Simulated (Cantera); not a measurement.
An isothermal, constant-pressure homogeneous reactor starts with CH₄ : O₂ : N₂ = 0.017 : 0.008 : 1 (molar parts), equivalence ratio 4.2, at 1150 K and 0.740 bar.

Computed with Cantera and GRI-Mech 3.0 (53 species, 325 reactions).

Predict: x(CH₄) at 200 s; x(O₂) at 200 s; x(CO) at 200 s.


- x(CH₄) at 200 s: 0.00796 (gas-phase equilibrium 0.000565)
- x(O₂) at 200 s: 4.82e-6 (gas-phase equilibrium <1e-12)
- x(CO) at 200 s: 0.00604 (gas-phase equilibrium 0.0152)
